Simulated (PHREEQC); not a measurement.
A solution holds 0.8 mol/kgw MgSO4 and 1.7 mol/kgw NaCl, at 25 °C. Closed to the air; pH follows from the charge balance.

All values are PHREEQC results (Pitzer model, pitzer.dat), not measurements.

Precipitation was switched off in this run.

Task: Predict the activity of water, density.

Result: activity of water 0.916; density 1.145 g/cm³.
